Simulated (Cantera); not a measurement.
Input: 1 mol n-butane, 2.3 mol H2O, 19 mol H2, equilibrated at 1423 K and 55.0 mbar.

These are equilibrium values from Cantera (NASA tables, ideal gas, pure condensed phases), not measurements of a reactor. Candidate condensed phases: C, C6H6, C7H8, C8H18, H2O; 110 gas species. Rates play no part.

Base state: H2 0.919, CO 0.0804, CH4 0.000177, H 2.72e-5, H2O 1.26e-5 (mole fractions); condensed: C(graphite).

### Question
What changes in the equilibrium state with this change: temperature from 1423 K to 2800 K?

### Answer
| species | before | after |
|---|---|---|
| H2 | 0.919 | 0.630 |
| H | 2.72e-5 | 0.277 |
| CO | 0.0804 | 0.0692 |
| C2H2 (acetylene) | 3.16e-6 | 0.0210 |
| C2H | <1e-9 | 0.00117 |
| C3 | <1e-9 | 0.000574 |
| C4H2 | <1e-9 | 0.000292 |
| C | <1e-9 | 0.000120 |
| C2 | <1e-9 | 5.61e-5 |
| C(graphite), mol | 1.70 | 0.114 |

### Question
What changes in the equilibrium state with this change: n-butane replaced by toluene?

### Answer
```
species             before     after
----------------  --------  --------
H2                   0.919     0.916
CO                  0.0804    0.0833
CH4               0.000177  0.000176
H2O                1.26e-5   1.30e-5
H                  2.72e-5   2.71e-5
C(graphite), mol      1.70      4.70
```

### Question
What changes in the equilibrium state with this change: temperature from 1423 K to 2498 K?

### Answer
```
species            before    after
----------------  -------  -------
H2                  0.919    0.818
H                 2.72e-5   0.0961
CO                 0.0804   0.0766
C2H2 (acetylene)  3.16e-6  0.00878
C2H                 <1e-9  7.37e-5
C4H2                <1e-9  3.89e-5
H2O               1.26e-5  8.42e-8
CH3               1.05e-7  1.17e-5
C(graphite), mol     1.70     1.16
```
